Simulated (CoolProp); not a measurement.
Vapour-liquid equilibrium of CH2F2 (R32) (1) + R142b (2) at 1.24 MPa; x and y are mole fractions of (1).

Model: multi-fluid Helmholtz-energy mixture model, Tillner-Roth 1997 and Lemmon 2006; pair parameters Bell 2016, in CoolProp.

Task: Give the bubble temperature and the first vapour's composition at x = 0.425, 0.575, 0.95. Is there an azeotrope?

Result: x = 0.425: 35.3 °C, y = 0.732; x = 0.575: 27.7 °C, y = 0.828; x = 0.95: 15.2 °C, y = 0.980. No azeotrope shows between x = 0.05 and 0.95.

The pair parameters rest on a limited set of measurements; away from them the model extrapolates. The gap from Raoult's law changes sign with composition, which may be real or a fault of the pair parameters; it wasn't checked against measurements.
